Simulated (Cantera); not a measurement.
# Thermodynamics of calcination and drying, feed Ca(OH)₂ + CO₂ + O₂

Charge: 1 mol Ca(OH)₂, a varied amount of CO₂, 0.11 mol O₂, held at 1175 K and 0.00190 bar.

Method: chemical equilibrium by Gibbs-energy minimisation in Cantera with the NASA 1993 tables (ideal gas, pure condensed phases). Candidate condensed phases: C, C₆H₆, C₇H₈, C₈H₁₈, Ca, CaCO₃, CaO, Ca(OH)₂, H₂O; 115 gas species. Equilibrium is a limit: real reactors are often held back by kinetics, nucleation or transport.

| n(CO₂) (mol) | x CO₂ | x H₂O | x O₂ | x OH | x CO | n CaO(s) |
|---|---|---|---|---|---|---|
| 0.57 | 0.339 | 0.595 | 0.0655 | 1.85e-5 | 2.91e-7 | 1.00 |
| 1.8 | 0.619 | 0.344 | 0.0378 | 1.22e-5 | 6.98e-7 | 1.00 |
| 3 | 0.730 | 0.243 | 0.0268 | 9.44e-6 | 9.79e-7 | 1.00 |
| 4.2 | 0.791 | 0.188 | 0.0207 | 7.79e-6 | 1.21e-6 | 1.00 |
| 5.4 | 0.829 | 0.154 | 0.0169 | 6.69e-6 | 1.40e-6 | 1.00 |
| 6.6 | 0.856 | 0.130 | 0.0143 | 5.89e-6 | 1.57e-6 | 1.00 |
| 7.8 | 0.875 | 0.112 | 0.0123 | 5.29e-6 | 1.73e-6 | 1.00 |
x: gas mole fraction; n: condensed amount in mol.

From 0.57 mol CO₂ to 7.8 mol CO₂ the condensed part is CaO(s).
